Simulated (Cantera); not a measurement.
Adiabatic ignition

An adiabatic, constant-volume homogeneous reactor starts with CH4 : H2 : O2 : N2 = 1 : 0.49 : 3.16 : 11.9 (molar parts), at 1550 K and 760 Torr.

Computed with Cantera and GRI-Mech 3.0 (53 species, 325 reactions).

```tsv
t (s)	T (K)	P (bar)	x CH4	x H2	x O2	x H	x CH3	x HCO
2.00e-6	1550	1.01	0.0604	0.0296	0.191	7.05e-8	5.33e-7	<1e-12
6.93e-6	1550	1.01	0.0604	0.0296	0.191	1.34e-7	2.79e-6	1.14e-12
2.40e-5	1550	1.01	0.0604	0.0296	0.191	5.39e-7	1.91e-5	3.99e-11
8.32e-5	1552	1.01	0.0596	0.0293	0.190	1.74e-5	0.000575	5.25e-8
0.000288	2811	1.87	<1e-12	0.00893	0.0581	0.00614	<1e-12	2.10e-8
0.001000	2805	1.86	<1e-12	0.00882	0.0540	0.00578	<1e-12	2.00e-8
0.00346	2798	1.85	<1e-12	0.00882	0.0515	0.00564	<1e-12	1.96e-8
0.0120	2797	1.85	<1e-12	0.00882	0.0514	0.00563	<1e-12	1.95e-8
0.0416	2797	1.85	<1e-12	0.00882	0.0514	0.00563	<1e-12	1.95e-8
0.144	2797	1.85	<1e-12	0.00882	0.0514	0.00563	<1e-12	1.95e-8
0.500	2797	1.85	<1e-12	0.00882	0.0514	0.00563	<1e-12	1.95e-8
1.73	2797	1.85	<1e-12	0.00882	0.0514	0.00563	<1e-12	1.95e-8
6.00	2797	1.85	<1e-12	0.00882	0.0514	0.00563	<1e-12	1.95e-8
```
x: mole fraction; the columns are a selection and need not sum to one.

```
Quantity                                                            Result
---------------------------------  ---------------------------------------
time of steepest temperature rise                                 0.160 ms
temperature at 6.00 s                                               2797 K
equilibrium temperature                                             2797 K
x(CH4) at 6.00 s                     <1e-12 (gas-phase equilibrium <1e-12)
x(H2) at 6.00 s                    0.00882 (gas-phase equilibrium 0.00882)
x(O2) at 6.00 s                      0.0514 (gas-phase equilibrium 0.0514)
```
